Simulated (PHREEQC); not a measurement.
Model water analysis in mg/L, 20 °C, pH 6.24, pe 10.7:

| constituent | mg/L |
|---|---|
| Na | 1780 |
| K | 363 |
| Ca | 62.4 |
| Mg | 168 |
| Cl | 2960 |
| S(6) as SO4 | 1190 |
| Alkalinity as HCO3 | 0.0228 |
| O(0) (dissolved oxygen) | 2.01 |
| N(5) as NO3 | 1.03 |
| Zn | 20.3 |

Valence states are taken as typed.

Computed with PHREEQC (ion-association model, phreeqc.dat).

**Question.** The ionic strength comes out as 0.118 mol/kgw. What activity coefficients do Zn(SO4)2-2, NaSO4-, Na+, Zn+2, SO4-2 get?

**Answer.** Zn(SO4)2-2 0.36, NaSO4- 0.78, Na+ 0.78, Zn+2 0.36, SO4-2 0.35.

This is a speciation only: nothing precipitates in the calculation.
